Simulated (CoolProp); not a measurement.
Vapour-liquid equilibrium of R13 (1) + n-butane (2) at 263 K; x and y are mole fractions of (1).

Computed with CoolProp (multi-fluid Helmholtz-energy mixture model, Platzer 1990 and Bücker 2006; pair parameters Bell 2016). This equation is an older, rougher fit; its heat capacities, sound speeds and derivatives of the liquid may be far off and weren't checked against measurements.

**Question.** Give the bubble pressure and the first vapour's composition at x = 0.15, 0.25, 0.45. Is there an azeotrope?

**Answer.** x = 0.15: 0.4025 MPa, y = 0.832; x = 0.25: 0.5702 MPa, y = 0.885; x = 0.45: 0.8261 MPa, y = 0.927. No azeotrope shows between x = 0.05 and 0.95.

The pair parameters rest on a limited set of measurements; away from them the model extrapolates. The gap from Raoult's law changes sign with composition, which may be real or a fault of the pair parameters; it wasn't checked against measurements.
